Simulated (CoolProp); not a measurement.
Vapour pressure (kPa) of n-heptane: the reference equation beside estimates from Tc = 268.1 °C, pc = 2774 kPa, ω = 0.349. Clausius-Clapeyron is anchored at 119.45 °C with a constant enthalpy of vaporisation of 30.16 kJ/mol.

Model: reference Helmholtz-energy equation of state, Span 2003, in CoolProp. It is a short technical equation, of lower accuracy than the large ones.

```csv
T (°C),reference,Lee-Kesler,Clausius-Clapeyron,van der Waals,Redlich-Kwong,Soave-Redlich-Kwong,Peng-Robinson
86.85,71.28,70.23,78.40,426.3,155.2,70.29,70.74
103.15,116.3,115.4,121.3,537.1,229.0,115.3,115.3
119.45,181.0,180.6,181.0,665.2,325.3,180.4,179.4
135.75,270.5,270.7,261.6,811.7,447.5,271.0,268.4
152.05,390.4,391.5,367.6,977.3,598.8,392.8,388.1
168.45,547.9,549.8,504.7,1164,783.5,553.4,546.1
184.75,747.8,750.1,676.1,1371,1003,757.6,747.4
201.05,998.2,1001,887.7,1599,1260,1013,1000
```

Absolute difference from the reference over all 8 rows, mean and median: Lee-Kesler 0.5 and 0.3 %, Clausius-Clapeyron 6.5 and 6.9 %, van der Waals 216.7 and 175.2 %, Redlich-Kwong 64.6 and 59.4 %, Soave-Redlich-Kwong 0.9 and 0.9 %, Peng-Robinson 0.6 and 0.7 %.
